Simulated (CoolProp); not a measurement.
Computed with CoolProp (reference Helmholtz-energy equation of state, Lemmon 2006). It is a short technical equation, of lower accuracy than the large ones.

### Question
For carbonyl sulfide, give the phase and the cp (kJ/(kg K)), Joule-Thomson coefficient (K/MPa) at 543.1 K and 6.3 bar; 506.5 K and 222 bar; 590.6 K and 0.434 bar.

### Answer
- 543.1 K and 6.3 bar: gas; cp 0.841, Joule-Thomson coefficient 5.23
- 506.5 K and 222 bar: supercritical; cp 1.45, Joule-Thomson coefficient 2.39
- 590.6 K and 0.434 bar: gas; cp 0.850, Joule-Thomson coefficient 4.39
